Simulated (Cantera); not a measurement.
A perfectly stirred reactor is fed with 9.09 % NH3, 90.9 % N2, at 9.00 Torr; it is held at 2375 K, and followed from long to short residence time.

Detailed kinetics in Cantera: the gas-phase N/H chemistry of the illustrative SiF4/NH3 mechanism in the Surface Chemkin manual (1991). Walls and surfaces, which speed up NH3 decomposition in real reactors, are not modelled.

Predict: x(NH3) at τ = 0.350 s; x(N2) at τ = 0.350 s; x(H) at τ = 0.350 s; x(N) at τ = 0.350 s; x(NH3) at τ = 14.0 ms; x(N2) at τ = 14.0 ms; x(H) at τ = 14.0 ms; x(N2H4) at τ = 14.0 ms; x(N) at τ = 14.0 ms.


```
Quantity                   Value
----------------------  --------
x(NH3) at τ = 0.350 s     0.0150
x(N2) at τ = 0.350 s       0.880
x(H) at τ = 0.350 s     0.000847
x(N) at τ = 0.350 s      1.53e-5
x(NH3) at τ = 14.0 ms     0.0741
x(N2) at τ = 14.0 ms       0.903
x(H) at τ = 14.0 ms     0.000170
x(N2H4) at τ = 14.0 ms   1.10e-9
x(N) at τ = 14.0 ms      7.16e-6
```
